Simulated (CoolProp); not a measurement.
Computed with CoolProp (reference Helmholtz-energy equation of state, Thol 2018).

**Question.** For hydrogen chloride, give the phase and the cp (kJ/(kg K)), cv (kJ/(kg K)), speed of sound (m/s), Joule-Thomson coefficient (K/MPa) at 315.1 K and 0.789 MPa; 429.3 K and 0.789 MPa.

**Answer.** 
- 315.1 K and 0.789 MPa: gas; cp 0.870, cv 0.600, speed of sound 310, Joule-Thomson coefficient 13.6
- 429.3 K and 0.789 MPa: gas; cp 0.820, cv 0.577, speed of sound 368, Joule-Thomson coefficient 7.28
